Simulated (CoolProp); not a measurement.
CF4 (R14) at 231.31 K and 0.894 MPa is compressed adiabatically to 5.31 MPa with isentropic efficiency 0.8. Each further row changes one setting.

The numbers come from the reference Helmholtz-energy equation of state, Platzer 1990 in CoolProp. This equation is an older, rougher fit; its heat capacities, sound speeds and derivatives of the liquid may be far off and weren't checked against measurements.

| case | work (kJ/kg) | final temperature (K) | final density (kg/m³) |
|---|---|---|---|
| as stated | 50.2 | 325.7 | 198 |
| efficiency 1 | 40.2 | 314.0 | 211 |
| efficiency 0.65 | 61.8 | 339.2 | 185 |
